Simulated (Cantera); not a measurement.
A jet of CH4 : O2 : N2 = 0.012 : 0.078 : 0.79 (molar parts), equivalence ratio 0.31 at 300 K and 11000 Pa hits a platinum plate 2.7 cm away at a mass flux of 0.071 kg/m²/s; the plate temperature is set and raised in steps from an oxygen-covered start.

Detailed kinetics in Cantera: Deutschmann's 1995 Pt surface mechanism with GRI-Mech 3.0 gas chemistry. Catalytic surfaces can have several steady states; this one follows from the mechanism file's or the stated starting coverage.

One state of this run: wall x CH4 = 0.00749; wall x O2 = 0.0756; wall x H2O = 0.0114; wall x OH = 5.39e-8; wall x CO = 4.00e-6; wall x CO2 = 0.00746; θ free Pt = 0.274; θ O* = 0.725. x: mole fraction at the wall; θ: surface coverage.

Question: Which value of plate T (K) does it belong to?
A) 1000
B) 1050
C) 950
D) 1100

Answer: C, 950
